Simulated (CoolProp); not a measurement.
Fluorine along the isotherm 217.8 K: density (kg/m³) from the reference equation and from simpler models built on Tc = 144.4 K, pc = 5240 kPa, ω = 0.045; each cubic takes its own stable root.

Computed with CoolProp (reference Helmholtz-energy equation of state, de Reuck 1990).

```tsv
p (kPa)	phase	reference	ideal gas	van der Waals	Redlich-Kwong	Peng-Robinson
63.2	gas	1.327	1.326	1.328	1.328	1.328
130	gas	2.733	2.728	2.735	2.734	2.735
267	gas	5.627	5.602	5.632	5.630	5.634
548	gas	11.60	11.50	11.62	11.61	11.63
1120	gas	23.94	23.50	24.03	23.99	24.06
2310	gas	50.40	48.47	50.80	50.56	50.88
4740	gas	107.8	99.46	109.9	108.4	109.7
9740	supercritical	238.7	204.4	252.6	241.6	245.6
20000	supercritical	520.2	419.6	540.8	521.9	534.0
```
